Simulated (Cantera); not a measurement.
Charge: 1 mol Si2H6, 8.3 mol NO, equilibrated at 0.000280 bar.

These are equilibrium values from Cantera (NASA tables, ideal gas, pure condensed phases), not measurements of a reactor. Candidate condensed phases: H2O, Si, SiO2, Si2N2O, Si3N4; 35 gas species. The feed counts by its element totals alone. The numbers say what is thermodynamically allowed, not how fast it happens.

Question: Which condensed phases are stable at each of these points (T (°C)): 375, 425, 475, 525, 575, 625, 675?

Answer: 
```tsv
T (°C)	condensed phases	Si condensed (%)
375	SiO2(α-quartz)	100.0
425	SiO2(α-quartz)	100.0
475	SiO2(α-quartz)	100.0
525	SiO2(α-quartz)	100.0
575	SiO2(β-quartz)	100.0
625	SiO2(β-quartz)	100.0
675	SiO2(β-quartz)	100.0
```

From 375 °C to 525 °C the condensed part is SiO2(α-quartz). From 575 °C to 675 °C the condensed part is SiO2(β-quartz).
